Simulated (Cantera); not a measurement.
## Reactions in the system Ca-H-S

Cantera with NASA thermochemical tables; ideal gases at 1 bar, condensed phases pure. Values are per mole of reaction as written; species without (g) are pure solids or liquids, kept so even where they would boil at 1 bar.

2 H(g) + CaS ⇌ H2S(g) + Ca(g)

```tsv
T (K)	ΔH° (kJ)	ΔS° (J/K)	ΔG° (kJ)	log10 K
873	175.5	38.7	141.7	-8.48
923	174.0	37.0	139.8	-7.91
973	172.5	35.5	138.0	-7.41
1023	171.1	34.0	136.3	-6.96
1073	169.6	32.6	134.6	-6.55
```
